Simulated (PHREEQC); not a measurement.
Consider water at 25 °C with 0.21 mol/kgw FeSO4, 0.23 mol/kgw MgSO4, 0.26 mol/kgw HCl and 9.4e-05 mol/kgw Na2SO4. Closed to the air; pH follows from the charge balance.

Equilibrium calculation in PHREEQC: ion-association model, phreeqc.dat.

Each row changes one thing in this solution. Precipitation was switched off in this run.

```tsv
case	pH	ionic strength (mol/kgw)	HSO4- (mol/kgw)	SO4-2 (mol/kgw)	Na+ (mol/kgw)	NaSO4- (mol/kgw)	SI of Halite (NaCl)
as made	1.18	0.929	0.134	0.103	0.000172	1.57e-5	-6.28
temperature from 25 to 90 °C	1.46	0.783	0.171	0.0482	0.000179	9.00e-6	-6.36
FeSO4 left out	0.96	0.661	___	0.0433	0.000180	7.62e-6	-6.24
MgSO4 left out	1.02	0.598	0.0975	0.0404	0.000181	7.34e-6	-6.25
diluted 5-fold with water	1.69	0.223	0.0237	0.0313	___	1.59e-6	-7.58
FeSO4 replaced by KHSO4 at the same molality	0.79	0.895	0.253	0.0771	0.000176	1.21e-5	-6.26
Na2SO4 from 9.4e-05 to 0.00047 mol/kgw	1.18	0.929	0.134	0.103	0.000862	7.84e-5	-5.58
```

### Question
What belongs in the gaps?

### Answer

- FeSO4 left out, HSO4- (mol/kgw): 0.114
- diluted 5-fold with water, Na+ (mol/kgw): 3.60e-5

The ionic strength passes 0.7 mol/kgw, the rough limit of the ion-association models, in as made; temperature from 25 to 90 °C; FeSO4 replaced by KHSO4 at the same molality; Na2SO4 from 9.4e-05 to 0.00047 mol/kgw. At this temperature some constants are extrapolated from 25 °C, and those without enthalpy data are left unchanged.
